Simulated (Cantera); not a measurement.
Cantera run, input and output.

```python
import numpy as np
import cantera as ct

gas = ct.Solution("gri30.yaml")
gas.TPX = 1648, 101325, {'CH3OH': 1, 'O2': 0.938, 'N2': 3.52}
reactor = ct.IdealGasConstPressureReactor(gas, energy="on", clone=False)
net = ct.ReactorNet([reactor])
net.rtol, net.atol = 1e-08, 1e-16
show = ['CH3OH', 'O2', 'HCN', 'H2O2', 'CO', 'C2H', 'O']
times = np.geomspace(1e-06, 0.4, 14)

steps = ct.SolutionArray(gas, extra=["t"])
rows = []
print(f"{'t/s':>10s}{'T/K':>9s}{'P/Pa':>11s}" + "".join(f"{s:>11s}" for s in show))
for t in times:
    while net.time < t:
        t_next = net.step()
        steps.append(gas.state, t=t_next)
    rows.append([np.interp(t, steps.t, y) for y in (steps.T, steps.P, *steps(*show).X.T)])
    print(f"{t:10.3e}{rows[-1][0]:9.1f}{rows[-1][1]:11.4g}" + "".join(f"{x:11.3e}" for x in rows[-1][2:]))
rate = np.gradient(steps.T, steps.t)
print("integrator steps:", len(steps.t))
if steps.T.max() > steps.T[0] + 200:
    print(f"time of steepest temperature rise: {steps.t[rate.argmax()]:.4e} s")
gas.TPX = 1648, 101325, {'CH3OH': 1, 'O2': 0.938, 'N2': 3.52}
gas.equilibrate("HP")
print(f"equilibrium (HP): T = {gas.T:.1f} K  " + "  ".join(f"{s} {gas[s].X[0]:.3e}" for s in show))
```

It prints:

```
       t/s      T/K       P/Pa      CH3OH         O2        HCN       H2O2         CO        C2H          O
 1.000e-06   1647.9  1.013e+05  1.831e-01  1.718e-01  3.760e-13  5.727e-08  1.321e-05  3.079e-16  1.343e-07
 2.697e-06   1647.8  1.013e+05  1.828e-01  1.716e-01  1.237e-12  1.489e-06  3.692e-05  1.061e-15  1.469e-07
 7.275e-06   1648.0  1.013e+05  1.818e-01  1.710e-01  4.331e-12  2.453e-05  1.071e-04  5.357e-15  1.902e-07
 1.962e-05   1652.6  1.013e+05  1.762e-01  1.680e-01  2.366e-11  2.417e-04  5.101e-04  7.144e-14  4.019e-07
 5.293e-05   1940.8  1.013e+05  5.677e-02  1.003e-01  7.103e-09  6.959e-04  5.448e-02  1.708e-10  2.871e-05
 1.428e-04   2565.0  1.013e+05  3.437e-15  6.227e-03  2.703e-10  1.339e-07  1.040e-01  1.409e-18  5.675e-03
 3.851e-04   2735.0  1.013e+05  5.069e-15  3.345e-03  2.735e-09  1.352e-07  1.045e-01  1.011e-17  2.815e-03
 1.039e-03   2753.9  1.013e+05  5.705e-15  2.889e-03  7.234e-09  1.326e-07  1.047e-01  1.377e-17  2.424e-03
 2.802e-03   2749.7  1.013e+05  5.846e-15  2.742e-03  1.261e-08  1.280e-07  1.049e-01  1.385e-17  2.322e-03
 7.557e-03   2748.1  1.013e+05  5.898e-15  2.689e-03  1.463e-08  1.263e-07  1.050e-01  1.386e-17  2.285e-03
 2.038e-02   2748.0  1.013e+05  5.899e-15  2.688e-03  1.467e-08  1.263e-07  1.050e-01  1.386e-17  2.284e-03
 5.498e-02   2748.0  1.013e+05  5.899e-15  2.688e-03  1.467e-08  1.263e-07  1.050e-01  1.386e-17  2.284e-03
 1.483e-01   2748.0  1.013e+05  5.899e-15  2.688e-03  1.467e-08  1.263e-07  1.050e-01  1.386e-17  2.284e-03
 4.000e-01   2748.0  1.013e+05  5.899e-15  2.688e-03  1.467e-08  1.263e-07  1.050e-01  1.386e-17  2.284e-03
integrator steps: 1689
time of steepest temperature rise: 5.6602e-05 s
equilibrium (HP): T = 2748.0 K  CH3OH 6.133e-15  O2 2.688e-03  HCN 1.467e-08  H2O2 1.263e-07  CO 1.050e-01  C2H 1.486e-17  O 2.284e-03
```

Computed with Cantera and GRI-Mech 3.0 (53 species, 325 reactions). GRI-Mech 3.0 was tuned for natural gas; its chemistry of methanol as a main component is partial and can be far from experiment.
